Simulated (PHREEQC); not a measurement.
Consider water at 25 °C with 140 mmol/kgw K3PO4. Closed to the air; pH follows from the charge balance.

All values are PHREEQC results (ion-association model, phreeqc.dat), not measurements.

```tsv
quantity	before	after
pH	12.05	11.99
PO4-3 (mol/kgw)	0.121	0.0548
HPO4-2 (mol/kgw)	0.0168	0.0140
KHPO4- (mol/kgw)	0.00230	0.00126
H2PO4- (mol/kgw)	6.53e-8	7.60e-8
```

Task: Which change was made?
A) diluted 100-fold with water
B) 0.095 mol/kgw NH4Cl added
C) K3PO4 from 0.14 to 0.28 mol/kgw
D) K3PO4 from 0.14 to 0.028 mol/kgw
E) K3PO4 from 0.14 to 0.07 mol/kgw

Result: E, K3PO4 from 0.14 to 0.07 mol/kgw

No solid was allowed to form. The ionic strength passes 0.7 mol/kgw, the rough limit of the ion-association models, in before.
